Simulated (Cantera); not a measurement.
## Fluorocarbon and chlorocarbon gases: CHF₃ + F₂ + HCl

Feed: 1 mol CHF₃, 0.039 mol F₂, 0.12 mol HCl, at 1.33 mbar.

These are equilibrium values from Cantera (NASA tables, ideal gas, pure condensed phases), not measurements of a reactor. Candidate condensed phases: C, C₆H₆, C₇H₈, C₈H₁₈; 118 gas species. Gases not in the tables: C₂F₆ and larger saturated fluorocarbons. Rates play no part.

```csv
T (°C),x HF,x F,x CF₄,x CF₂,x Cl,x CF,x CF₃,x C₃,n C(graphite)
1375,0.644,0.00201,0.280,0.00461,0.0665,1.11e-6,0.000323,<1e-12,0.506
1475,0.639,0.00748,0.270,0.0144,0.0673,8.28e-6,0.000807,1.67e-11,0.500
1575,0.623,0.0238,0.246,0.0387,0.0662,4.88e-5,0.00174,3.58e-10,0.485
1675,0.587,0.0647,0.195,0.0866,0.0626,0.000231,0.00311,5.57e-9,0.457
1775,0.526,0.147,0.114,0.152,0.0562,0.000860,0.00409,6.59e-8,0.423
1875,0.457,0.265,0.0377,0.185,0.0489,0.00243,0.00330,6.16e-7,0.440
1975,0.412,0.378,0.00658,0.153,0.0440,0.00518,0.00155,4.69e-6,0.548
2075,0.386,0.462,0.000812,0.100,0.0413,0.00914,0.000538,2.99e-5,0.679
2175,0.370,0.516,8.92e-5,0.0586,0.0396,0.0143,0.000164,0.000163,0.777
2275,0.360,0.546,9.67e-6,0.0325,0.0386,0.0206,4.75e-5,0.000775,0.826
2375,0.351,0.558,1.10e-6,0.0177,0.0378,0.0280,1.38e-5,0.00326,0.819
```
x: gas mole fraction; n: condensed amount in mol.

From 1375 °C to 2375 °C the condensed part is C(graphite). The main C-bearing gas is CF₄ at 1375 °C and CF at 2375 °C. The share of C in condensed phases is highest at 2275 °C (82.6 %) and lowest at 1775 °C (42.3 %).
